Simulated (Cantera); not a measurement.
Mixture: C3H8 : O2 : N2 = 1 : 5.81 : 21.9 (molar parts), equivalence ratio 0.86, at 1.00 bar, adiabatic and at constant volume. Ignition delay is the time to a rise of 400 K.

Model: GRI-Mech 3.0 (53 species, 325 reactions), integrated in Cantera. GRI-Mech 3.0 was tuned for natural gas; its chemistry of propane as a main component is partial and can be far from experiment.

```tsv
quantity	before	after
delay at 1323 K	0.620 ms	0.671 ms
delay at 1398 K	0.214 ms	0.233 ms
delay at 1473 K	90.4 µs	99.8 µs
delay at 1548 K	45.5 µs	50.8 µs
delay at 1623 K	26.4 µs	29.8 µs
delay at 1698 K	17.0 µs	19.4 µs
apparent activation energy between 1548 and 1698 K	140 kJ/mol	140 kJ/mol
```

### Question
Name the change that produced these shifts.
A) constant pressure in place of constant volume
B) pressure from 1.00 bar to 3.60 bar
C) pressure from 1.00 bar to 10.0 bar
D) pressure from 1.00 bar to 22.0 bar

### Answer
A, constant pressure in place of constant volume
